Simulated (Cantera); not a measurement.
Charge: 1 mol Fe2O3, 4.1 mol CH4, 0.1 mol H2, held at 2275 K and 0.100 bar.

These are equilibrium values from Cantera (NASA tables, ideal gas, pure condensed phases), not measurements of a reactor. Candidate condensed phases: C, C6H6, C7H8, C8H18, Fe, Fe(CO)5, FeO, Fe(OH)2, Fe(OH)3, Fe2O3, Fe3O4, H2O; 114 gas species. Iron dissolves carbon and melts from about 1420 K in contact with it, which pure phases cannot show. Condensed phases not in the tables: cementite and carbon dissolved in iron. Kinetics and transport are ignored.

Base state: H2 0.673, CO 0.248, Fe 0.0539, H 0.0220, C2H2 (acetylene) 0.00256, CH4 1.02e-5 (mole fractions); condensed: C(graphite) + Fe(l).

### Question
What changes in the equilibrium state with this change: CH4 from 4.1 to 1.5 mol?

### Answer
| species | before | after |
|---|---|---|
| H2 | 0.673 | 0.419 |
| CO | 0.248 | 0.281 |
| H2O | 7.53e-7 | 0.203 |
| CO2 | 5.02e-8 | 0.0246 |
| H | 0.0220 | 0.0174 |
| Fe | 0.0539 | 0.0539 |
| C2H2 (acetylene) | 0.00256 | <1e-9 |
| FeO | 2.14e-9 | 0.000926 |
| C(graphite), mol | 1.04 | 0 |
| Fe(l), mol | 1.35 | 1.36 |
| FeO(l), mol | 0 | 0.370 |
Each liquid is taken as pure. Mutual solubility and eutectic melting of coexisting phases are not modelled. The tables' stoichiometric FeO is somewhat more stable than real wüstite, so its field is too wide. FeO: taken at fixed stoichiometry.
